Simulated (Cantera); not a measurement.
A Cantera script and what it prints.

```python
import numpy as np
import cantera as ct

gas_names = """
    H HO2 H2 H2O H2O2 O OH O2 O3 P PH PH3 PO PO2 P2 P4 P4O10
""".split()
cond_names = """
    H2O(s) H2O(L) P(cr) P(L) P4O10(s)
""".split()


# ... load() reads the species with a 1 bar reference pressure and builds the phases ...
atoms = {
    'PH3': {'P': 1, 'H': 3},
    'O2': {'O': 2},
}
top_T = {'P4O10(s)': 690}  # K; cautious upper limits of use, not melting points


# ... equilibrate(T, P, feed) seeds the gas with the atoms and calls Mixture.equilibrate('TP', solver="vcs", rtol=1e-11, max_steps=5000) ...
results = []
feed = {'PH3': 1, 'O2': 4.4}  # mol
T = 2998  # K
P = 13332.2  # Pa
mix = equilibrate(T, P, feed)
results.append((T, P, feed, dict(zip(mix.species_names, mix.species_moles))))
print(gas.report(threshold=1e-05))
for i in range(1, mix.n_phases):
    print(f"{mix.phase(i).name:16s} {mix.phase_moles(i):12.5e} mol")
```

Result:

```
       temperature   2998 K
          pressure   13332 Pa
           density   0.014568 kg/m^3
  mean mol. weight   27.237 kg/kmol
   phase of matter   gas

                          1 kg             1 kmol
                     ---------------   ---------------
          enthalpy        3.3726e+06        9.1862e+07  J
   internal energy        2.4575e+06        6.6935e+07  J
           entropy             11077         3.017e+05  J/K
    Gibbs function       -2.9835e+07       -8.1262e+08  J
 heat capacity c_p            1431.7             38996  J/K
 heat capacity c_v            1126.5             30682  J/K

                      mass frac. Y      mole frac. X     chem. pot. / RT
                     ---------------   ---------------   ---------------
                 H         0.0025199          0.068091           -13.273
               HO2        4.9047e-05        4.0475e-05           -46.642
                H2         0.0018577          0.025099           -26.545
               H2O          0.079643           0.12041            -43.23
                 O            0.1058           0.18012           -16.685
                OH           0.06764           0.10833           -29.957
                O2           0.40187           0.34208            -33.37
                 P        4.7502e-05        4.1772e-05           -22.561
                PO           0.05755          0.033371           -39.246
               PO2           0.28302           0.12242           -55.931
     [   +7 minor]         1.618e-06        1.2441e-06

P(L)              0.00000e+00 mol
```

These are equilibrium values from Cantera (NASA tables, ideal gas, pure condensed phases), not measurements of a reactor. Gases not in the tables: HPO2, HPO3 and P4O6.
